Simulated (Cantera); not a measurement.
Input: 1 mol SiH4, 7.7 mol NO, 9 mol N2, 6.1 mol CO2, at 0.260 bar.

Equilibrium computed with Cantera from the NASA thermochemical tables; the gas is ideal and each condensed phase is pure. Candidate condensed phases: C, C6H6, C7H8, C8H18, H2O, Si, SiC, SiO2, Si2N2O, Si3N4; 151 gas species. Kinetics and transport are ignored. All values below are at 773 K.

Base state: N2 0.564, CO2 0.268, H2O 0.0877, O2 0.0811 (mole fractions); condensed: SiO2(α-quartz).

### Question
What changes in the equilibrium state with this change: SiH4 replaced by TEOS?

### Answer
```
species              before    after
-------------------  ------  -------
N2                    0.564    0.397
CO2                   0.268    0.246
H2                    <1e-9    0.159
O2                   0.0811    <1e-9
CO                    <1e-9   0.0622
CH4                   <1e-9   0.0139
H2O                  0.0877    0.122
NH3                   <1e-9  4.10e-5
SiO2(α-quartz), mol    1.00     1.00
C(graphite), mol          0     3.67
```
The feed counts by its element totals alone.
